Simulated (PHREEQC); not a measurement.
A made-up water analysis in mg/L, 25 °C, pH 6.96, pe -0.6: Na 0.312; K 7.44e-06; Ca 1.69; Mg 0.386; Cl 0.474; S(6) as SO4 3.85; Alkalinity as HCO3 2.13; Fe(2) 0.000839; Sr 0.00526; Si as SiO2 0.0528.

Valence states are taken as typed.

Equilibrium calculation in PHREEQC: ion-association model, phreeqc.dat.

No solid was allowed to form.

Task: Estimate the charge-balance error.

Result: charge-balance error 0.5 %.

Task: In which forms is C present?

Result: HCO3- 80 %, CO2 19 % of the C.

Complexes and solids missing from the database can't appear.
